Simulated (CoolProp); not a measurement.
Vapour-liquid equilibrium of m-xylene (1) + n-nonane (2) at 520.5 K; x and y are mole fractions of (1).

Values from CoolProp's multi-fluid Helmholtz-energy mixture model, Zhou 2012 and Lemmon 2006; pair parameters Bell 2016.

Problem. Give the bubble pressure and the first vapour's composition at x = 0.45, 0.55, 0.85. Is there an azeotrope?

Solution. x = 0.45: 891.5 kPa, y = 0.495; x = 0.55: 910.2 kPa, y = 0.586; x = 0.85: 943.2 kPa, y = 0.855. No azeotrope shows between x = 0.05 and 0.95.

The pair parameters rest on a limited set of measurements; away from them the model extrapolates.
